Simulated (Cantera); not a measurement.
Input: 1 mol AlCl3, 1.9 mol N2, 1.8 mol H2, 4.6 mol O2, equilibrated at 100 Torr.

Method: chemical equilibrium by Gibbs-energy minimisation in Cantera with the NASA 1993 tables (ideal gas, pure condensed phases). Candidate condensed phases: Al, AlCl3, AlN, Al2O3, H2O, NH4Cl; 45 gas species. Kinetics and transport are ignored.

**Question.** At 1600 K, list the 5 most abundant gas species with their mole fractions, and the condensed phases.

**Answer.** O2 0.403, HCl 0.292, N2 0.212, H2O 0.0555, Cl 0.0273. Condensed: Al2O3(s).
